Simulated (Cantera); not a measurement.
Mixture: CH4 : O2 : N2 : H2O = 1 : 3.45 : 8.62 : 2.2 (molar parts), equivalence ratio 0.58, at 1.01 bar, adiabatic and at constant volume. Ignition delay is the time to a rise of 400 K.

Detailed kinetics in Cantera: GRI-Mech 3.0 (53 species, 325 reactions).

What does this change do: pressure from 1.01 bar to 5.00 bar?


```tsv
quantity	before	after
delay at 1250 K	15.8 ms	3.33 ms
delay at 1450 K	1.47 ms	0.389 ms
delay at 1650 K	0.231 ms	62.8 µs
delay at 1850 K	59.3 µs	14.6 µs
apparent activation energy between 1750 and 1950 K	170 kJ/mol	180 kJ/mol
```
